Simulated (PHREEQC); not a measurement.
Make-up at 28 °C: 0.025 mol/kgw HF, 4.8e-05 mol/kgw (CH3)4NF and 0.13 mol/kgw H2SiF6. Closed to the air; pH follows from the charge balance.

All values are PHREEQC results (ion-association model, wateq4f.dat), not measurements.

Precipitation was switched off in this run.

Predict the pH, activity of water, ionic strength.

pH 0.70; activity of water 0.993; ionic strength 0.390 mol/kgw.

In which forms is F present?

SiF6-2 97 %, HF 2.8 % of the F.

(CH3)4N+ isn't in the database: it is added as a free cation with an ion size of 4 Å. SiF6-2 is the database's only silicon fluoride.
